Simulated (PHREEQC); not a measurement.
Model water analysis in mg/L, 5 °C, pH 5.74, pe 9.8: Na 1.97; K 0.0459; Ca 1.71; Mg 0.312; Cl 1.69; S(6) as SO4 2.47; Alkalinity as HCO3 5.84; Br 0.01; N(5) as NO3 0.286.

Valence states are taken as typed.

Computed with PHREEQC (ion-association model, wateq4f.dat).

- ionic strength: 0.000281 mol/kgw
- charge-balance error: -0.4 %

```tsv
species	molality	activity	log γ
CO2	0.000572	0.000572	0.000
HCO3-	9.75e-5	9.57e-5	-0.008
Na+	8.57e-5	8.41e-5	-0.008
Cl-	4.77e-5	4.68e-5	-0.008
Ca+2	4.25e-5	3.94e-5	-0.032
SO4-2	2.55e-5	2.37e-5	-0.032
```

Precipitation was switched off in this run. At this temperature some constants are extrapolated from 25 °C, and those without enthalpy data are left unchanged.
